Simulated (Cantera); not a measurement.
Input (Python, Cantera):

```python
import numpy as np
import cantera as ct

gas = ct.Solution("gri30.yaml")


def delay(T, t_max=10):
    gas.TPX = T, 1000000, {'CH4': 1, 'O2': 2.02, 'N2': 5.25}
    reactor = ct.IdealGasConstPressureReactor(gas, clone=False)
    net = ct.ReactorNet([reactor])
    net.rtol, net.atol = 1e-8, 1e-16
    while net.time < t_max:
        t_old, T_old = net.time, reactor.T
        net.step()
        if reactor.T > T + 400:  # ignition: a rise of 400 K
            return t_old + (T + 400 - T_old) / (reactor.T - T_old) * (net.time - t_old)
    return np.nan


taus = []
for T in [1175, 1275, 1375, 1475, 1575, 1675, 1775, 1875, 1975, 2075]:
    taus.append(delay(T))
    print(f"T0 = {T:6g} K   tau = {taus[-1]:.4e} s")
```

Output:

```
T0 =   1175 K   tau = 4.7767e-03 s
T0 =   1275 K   tau = 1.4149e-03 s
T0 =   1375 K   tau = 4.7026e-04 s
T0 =   1475 K   tau = 1.7248e-04 s
T0 =   1575 K   tau = 6.9260e-05 s
T0 =   1675 K   tau = 3.0413e-05 s
T0 =   1775 K   tau = 1.4619e-05 s
T0 =   1875 K   tau = 7.6683e-06 s
T0 =   1975 K   tau = 4.3543e-06 s
T0 =   2075 K   tau = 2.6485e-06 s
```

Model: GRI-Mech 3.0 (53 species, 325 reactions), integrated in Cantera.
